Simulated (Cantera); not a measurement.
Input (Python, Cantera) and output of one run.

```python
import numpy as np
import cantera as ct

gas_names = """
    H H2 Pb Pb2
""".split()
cond_names = """
    Pb(cr) Pb(L)
""".split()


# ... load() reads the species with a 1 bar reference pressure and builds the phases ...
atoms = {
    'Pb': {'Pb': 1},
    'H2': {'H': 2},
}
top_T = {}  # K; cautious upper limits of use, not melting points


# ... equilibrate(T, P, feed) seeds the gas with the atoms and calls Mixture.equilibrate('TP', solver="vcs", rtol=1e-11, max_steps=5000) ...
results = []
feed = {'Pb': 1, 'H2': 5.7}  # mol
P = 550  # Pa
for T in [598, 698, 798, 898, 998, 1098, 1198, 1298]:
    mix = equilibrate(T, P, feed)
    results.append((T, P, feed, dict(zip(mix.species_names, mix.species_moles))))
    x = sorted(zip(gas.X, gas.species_names), reverse=True)
    print(f"T = {T:g} K  P = {P:g} Pa  gas = {mix.phase_moles(0):.4g} mol")
    print("   x: " + "  ".join(f"{s} {v:.3e}" for v, s in x if v > 0.001))
    print("   condensed (mol): " + ("  ".join(f"{mix.phase(i).name} {mix.phase_moles(i):.4g}"
          for i in range(1, mix.n_phases) if mix.phase_moles(i) > 1e-12) or "none"))
```

Output:

```
T = 598 K  P = 550 Pa  gas = 5.7 mol
   x: H2 1.000e+00
   condensed (mol): Pb(cr) 1
T = 698 K  P = 550 Pa  gas = 5.7 mol
   x: H2 1.000e+00
   condensed (mol): Pb(L) 1
T = 798 K  P = 550 Pa  gas = 5.7 mol
   x: H2 1.000e+00
   condensed (mol): Pb(L) 0.9999
T = 898 K  P = 550 Pa  gas = 5.701 mol
   x: H2 9.998e-01
   condensed (mol): Pb(L) 0.9987
T = 998 K  P = 550 Pa  gas = 5.716 mol
   x: H2 9.972e-01  Pb 2.817e-03
   condensed (mol): Pb(L) 0.9839
T = 1098 K  P = 550 Pa  gas = 5.824 mol
   x: H2 9.788e-01  Pb 2.124e-02
   condensed (mol): Pb(L) 0.8763
T = 1198 K  P = 550 Pa  gas = 6.429 mol
   x: H2 8.866e-01  Pb 1.134e-01
   condensed (mol): Pb(L) 0.2708
T = 1298 K  P = 550 Pa  gas = 6.7 mol
   x: H2 8.507e-01  Pb 1.492e-01
   condensed (mol): none
```

Equilibrium computed with Cantera from the NASA thermochemical tables; the gas is ideal and each condensed phase is pure.
